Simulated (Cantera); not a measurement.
An adiabatic, constant-pressure homogeneous reactor starts with 6.54 % CH3OH, 19.6 % O2, 73.9 % N2, at 1650 K and 9.08 atm.

Computed with Cantera and GRI-Mech 3.0 (53 species, 325 reactions). GRI-Mech 3.0 was tuned for natural gas; its chemistry of methanol as a main component is partial and can be far from experiment.

Q: Predict: time of steepest temperature rise; temperature at 0.400 s; equilibrium temperature; x(O2) at 0.400 s; x(NO) at 0.400 s; x(N2O) at 0.400 s; x(OH) at 0.400 s.

A: 
| Property | Value |
|---|---|
| time of steepest temperature rise | 12.8 µs |
| temperature at 0.400 s | 2594 K |
| equilibrium temperature | 2594 K |
| x(O2) at 0.400 s | 0.0854 (gas-phase equilibrium 0.0854) |
| x(NO) at 0.400 s | 0.0163 (gas-phase equilibrium 0.0163) |
| x(N2O) at 0.400 s | 2.59e-6 (gas-phase equilibrium 2.59e-6) |
| x(OH) at 0.400 s | 0.00964 (gas-phase equilibrium 0.00964) |
